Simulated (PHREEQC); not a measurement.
## Silver or lead bath

A solution holds 15 mmol/kgw AgF, 0.27 mmol/kgw NaCl and 22 mmol/kgw Na2SO4, at 25 °C. Closed to the air; pH follows from the charge balance.

Equilibrium calculation in PHREEQC: ion-association model, wateq4f.dat.

```yaml
pH: 7.47
ionic_strength: 0.0736 mol/kgw
```

```
species  molality  activity   log γ
-------  --------  --------  ------
Na+        0.0424    0.0340  -0.096
SO4-2      0.0185   0.00762  -0.386
F-         0.0145    0.0114  -0.105
Ag+        0.0126    0.0101  -0.098
AgSO4-    0.00187   0.00150  -0.098
NaSO4-    0.00161   0.00130  -0.093
AgF      0.000258  0.000263   0.007
AgCl     0.000252  0.000256   0.007
NaF      0.000219  0.000223   0.007
Cl-       1.74e-5   1.36e-5  -0.104
HF        5.67e-7   5.77e-7   0.007
```

No solid was allowed to form. Saturation is exceeded, for instance for Cerargyrite; the values hold only as long as no solid forms. Species that the database lacks are ignored.
